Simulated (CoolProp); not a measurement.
A Linde-Hampson liquefier for CF4 (R14): isothermal reversible compression at 290 K from 1 atm to 15 MPa, throttling to 1 atm, return gas leaving the recuperator 0 K below the feed. Each further row changes one setting.

Model: reference Helmholtz-energy equation of state, Platzer 1990, in CoolProp. This equation is an older, rougher fit; its heat capacities, sound speeds and derivatives of the liquid may be far off and weren't checked against measurements.

| case | liquid yield per pass | compression work (kJ/kg of gas) |
|---|---|---|
| as stated | 0.275 | 122 |
| high pressure 30 MPa | 0.318 | ? |
| warm-end temperature 320 K | 0.197 | ? |
| warm-end gap 5 K | ? | 122 |

Q: What belongs in the gaps?

A: 
- high pressure 30 MPa, compression work (kJ/kg of gas): 138
- warm-end temperature 320 K, compression work (kJ/kg of gas): 141
- warm-end gap 5 K, liquid yield per pass: 0.264
